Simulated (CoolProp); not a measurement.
Vapour-liquid equilibrium of R13 (1) + isobutane (2) at 0.0865 MPa; x and y are mole fractions of (1).

Values from CoolProp's multi-fluid Helmholtz-energy mixture model, Platzer 1990 and Bücker 2006; pair parameters Bell 2016. This equation is an older, rougher fit; its heat capacities, sound speeds and derivatives of the liquid may be far off and weren't checked against measurements.

```
x     bubble temperature, mixture model (K)  bubble temperature, Raoult's law (K)  y, mixture model  y, Raoult's law
----  -------------------------------------  ------------------------------------  ----------------  ---------------
0.05                                    ___                                 243.2               ___            0.487
0.2                                   209.7                                 220.3             0.926            0.868
0.35                                    ___                                 209.0             0.963            0.947
0.5                                   197.1                                 201.8             0.976            0.975
0.65                                    ___                                 196.8             0.984            0.988
0.8                                   192.1                                 192.9             0.990            0.995
0.95                                  189.7                                 189.7               ___            0.999
```

Q: What belongs in the gaps?

A: 
- 0.05, bubble temperature, mixture model (K): 235.5
- 0.05, y, mixture model: 0.635
- 0.35, bubble temperature, mixture model (K): 201.3
- 0.65, bubble temperature, mixture model (K): 194.4
- 0.95, y, mixture model: 0.997

The largest gap from Raoult's law is -10.6 K in bubble temperature, at x = 0.2. No azeotrope shows between x = 0.05 and 0.95.

The pair parameters rest on a limited set of measurements; away from them the model extrapolates. With so large a gap from Raoult's law the liquid may split in two, which this calculation doesn't test in full.
